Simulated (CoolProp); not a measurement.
Vapour-liquid equilibrium of benzene (1) + p-xylene (2) at 129 kPa; x and y are mole fractions of (1).

Model: multi-fluid Helmholtz-energy mixture model, Thol 2012 and Zhou 2012; pair parameters Bell 2016, in CoolProp.

```
x      bubble temperature (°C)  y at the bubble point  dew temperature at overall composition x (°C)  liquid density (mol/L)
-----  -----------------------  ---------------------  ---------------------------------------------  ----------------------
0.05                     142.1                  0.169                                          146.0                   7.154
0.125                    134.6                  0.369                                          143.6                   7.377
0.2                      127.8                  0.518                                          141.0                   7.601
0.275                    121.9                  0.631                                          138.3                   7.826
0.35                     116.6                  0.717                                          135.3                   8.054
0.425                    111.9                  0.783                                          132.2                   8.286
0.5                      107.7                  0.834                                          128.7                   8.523
0.575                    103.9                  0.875                                          125.0                   8.765
0.65                     100.5                  0.908                                          120.8                   9.014
0.725                     97.4                  0.934                                          116.0                   9.271
0.8                       94.6                  0.956                                          110.5                   9.536
0.875                     92.0                  0.975                                          103.9                   9.812
0.95                      89.6                  0.991                                           95.5                   10.10
```

No azeotrope shows between x = 0.05 and 0.95.

Pair parameters are fitted to limited data, so mixtures are less certain than the pure fluids.
